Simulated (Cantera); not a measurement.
Charge: 1 mol CH2F2, 0.015 mol HCl, 0.36 mol H2, 0.27 mol CH4, equilibrated at 3148.15 K and 0.280 bar.

Cantera equilibrium calculation (NASA polynomials, part measured and part estimated; ideal gas, pure solids and liquids). Candidate condensed phases: C, C6H6, C7H8, C8H18; 118 gas species. Kinetics and transport are ignored.

Question: What is the equilibrium state?

Answer: 
```
Property                 Value
-------------------  ---------
x(HF)                    0.607
x(H)                     0.188
x(H2)                    0.167
x(C2H2 (acetylene))     0.0157
x(F)                   0.00546
x(C3)                  0.00500
x(C2H)                 0.00371
x(HCl)                 0.00261
x(Cl)                  0.00198
n(C(graphite))        1.07 mol
gas amount           3.263 mol
```
